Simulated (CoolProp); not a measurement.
R1234ze(E) at several states: Z from the reference equation and from simpler models built on Tc = 382.5 K, pc = 36.35 bar, ω = 0.313; each cubic takes its own stable root.

Model: reference Helmholtz-energy equation of state, Thol 2016, in CoolProp.

```json
[
 {"T (K)": "246.7", "p (bar)": "10.6", "phase": "liquid", "reference": "0.04477"},
 {"T (K)": "222.7", "p (bar)": "57.6", "phase": "liquid", "reference": "0.2557"},
 {"T (K)": "304.5", "p (bar)": "5.62", "phase": "gas", "reference": "0.8645"},
 {"T (K)": "354", "p (bar)": "23.3", "phase": "liquid", "reference": "0.09661"},
 {"T (K)": "204.7", "p (bar)": "7.54", "phase": "liquid", "reference": "0.03550"},
 {"T (K)": "176.2", "p (bar)": "4.83", "phase": "liquid", "reference": "0.02518"}
]
```

Problem. How far does each simpler model (Redlich-Kwong, Soave-Redlich-Kwong, Peng-Robinson) lie from the reference over these 6 states: mean and median of the absolute difference, and the worst?

Solution. 
- Redlich-Kwong: mean 15.2 %, median 14.7 %, worst +29.5 % at 354 K and 23.3 bar
- Soave-Redlich-Kwong: mean 11.0 %, median 10.7 %, worst +20.5 % at 354 K and 23.3 bar
- Peng-Robinson: mean 2.1 %, median 1.6 %, worst +6.6 % at 354 K and 23.3 bar
